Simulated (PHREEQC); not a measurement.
0.087 g of hydrous ferric oxide (600 m²/g; 0.2 weak and 0.005 strong sites per Fe, Dzombak-Morel constants, diffuse double layer) in 1 kg of water with 0.005 mol/kgw of an inert sodium salt and 1.2e-05 mol/kgw PbCl2, at 25 °C; the pH is set by adding NaOH or the inert anion's acid. O2 is buffered at 0.21 atm. No CO2 enters from the air. Nothing may precipitate in this run.

The series has 13 steps of pH, from 3 to 9.

The numbers come from PHREEQC with the ion-association model, wateq4f.dat.

**Question.** Near which pH is half of the Pb sorbed, and on which side is more sorbed?

**Answer.** Near pH 5.3, with more sorbed at higher pH.

The oxide is taken as insoluble; below pH 4 it would dissolve.
